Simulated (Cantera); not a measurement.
A jet of 3.64 % CH₄, 18.7 % O₂, 77.7 % N₂, equivalence ratio 0.39 at 300 K and 0.118 atm hits a platinum plate 6.3 cm away at a mass flux of 0.066 kg/m²/s; the plate temperature is set and raised in steps from an oxygen-covered start.

Model: Deutschmann's 1995 Pt surface mechanism with GRI-Mech 3.0 gas chemistry, integrated in Cantera. Catalytic surfaces can have several steady states; this one follows from the mechanism file's or the stated starting coverage.

One state of this run: wall x CH₄ = 0.0182; wall x O₂ = 0.148; wall x H₂O = 0.0339; wall x OH = 9.39e-8; wall x CO = 8.76e-6; wall x CO₂ = 0.0223; θ free Pt = 0.232; θ O* = 0.766; θ OH* = 0.00146. x: mole fraction at the wall; θ: surface coverage.

Task: Which value of plate T (K) does it belong to?
(A) 900
(B) 950
(C) 1050
(D) 1000

Result: B, 950
